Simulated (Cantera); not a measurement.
Input: 1 mol B2H6, a varied amount of H2O, 12 mol H2, held at 0.0380 bar.

These are equilibrium values from Cantera (NASA tables, ideal gas, pure condensed phases), not measurements of a reactor. Candidate condensed phases: B, B2O3, B3O3H3, H2O; 23 gas species. The feed counts by its element totals alone. Mutual solubility and eutectic melting of coexisting phases are not modelled. Gases not in the tables: H3BO3. The numbers say what is thermodynamically allowed, not how fast it happens.

Stable condensed phases, one row left out:

```
T in °C \ n(H2O) in mol
         0.15 0.21 0.31 0.44 0.63  0.9  1.3  1.8  2.6  3.7  5.4
   1825     A    A    A    A    A    A    A    A    B    B    B
   1725     A    A    A    A    A    A    A    A    B    B    B
   1625     A    A    A    A    A    A    A    A    B    B    B
   1525     A    A    A    A    A    A    A    A    B    B    B
   1425     A    A    A    A    A    A    A    A    B    B    B
   1325     A    A    A    A    A    A    A    C    D    D    D
   1125     A    C    C    C    C    C    C    C    C    D    D
   1025     C    C    C    C    C    C    C    C    C    D    D
```

A: B; B: gas only; C: B + B2O3; D: B2O3.

Problem. Give the row for 1225 °C.

Solution. 0.15: B; 0.21: B; 0.31: B; 0.44: B; 0.63: B + B2O3; 0.9: B + B2O3; 1.3: B + B2O3; 1.8: B + B2O3; 2.6: B + B2O3; 3.7: B2O3; 5.4: B2O3.
